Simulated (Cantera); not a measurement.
Feed: 1 mol C3H8, 0.092 mol CO2, 5.1 mol H2, equilibrated at 1398 K and 21.0 bar.

Cantera equilibrium calculation (NASA polynomials, part measured and part estimated; ideal gas, pure solids and liquids). Candidate condensed phases: C, C6H6, C7H8, C8H18, H2O; 110 gas species. Kinetics and transport are ignored.

Base state: H2 0.904, CH4 0.0749, CO 0.0199, H2O 0.00143, C2H4 3.58e-5, CO2 1.45e-5, C2H6 1.37e-5 (mole fractions); condensed: C(graphite).

Q: What changes in the equilibrium state with this change: temperature from 1398 K to 1223.15 K?

A: 
```json
[
 {"species": "H2", "before": "0.904", "after": "0.798"},
 {"species": "CH4", "before": "0.0749", "after": "0.178"},
 {"species": "CO", "before": "0.0199", "after": "0.0174"},
 {"species": "H2O", "before": "0.00143", "after": "0.00586"},
 {"species": "CO2", "before": "1.45e-5", "after": "8.76e-5"},
 {"species": "C2H6", "before": "1.37e-5", "after": "3.53e-5"},
 {"species": "C2H4", "before": "3.58e-5", "after": "1.80e-5"},
 {"species": "C(graphite), mol", "before": "2.27", "after": "1.56"}
]
```

Q: What changes in the equilibrium state with this change: temperature from 1398 K to 775 K?

A: 
| species | before | after |
|---|---|---|
| CH4 | 0.0749 | 0.515 |
| H2 | 0.904 | 0.455 |
| H2O | 0.00143 | 0.0306 |
| CO | 0.0199 | 4.11e-6 |
| C2H4 | 3.58e-5 | 2.16e-9 |
| CO2 | 1.45e-5 | 1.40e-6 |
| C2H6 | 1.37e-5 | 8.24e-6 |
| C(graphite), mol | 2.27 | 0 |

Q: What changes in the equilibrium state with this change: pressure from 21.0 bar to 7.10 bar?

A: 
| species | before | after |
|---|---|---|
| H2 | 0.904 | 0.952 |
| CH4 | 0.0749 | 0.0281 |
| CO | 0.0199 | 0.0199 |
| H2O | 0.00143 | 0.000508 |
| C2H6 | 1.37e-5 | 1.83e-6 |
| CO2 | 1.45e-5 | 4.91e-6 |
| C2H4 | 3.58e-5 | 1.34e-5 |
| C(graphite), mol | 2.27 | 2.66 |
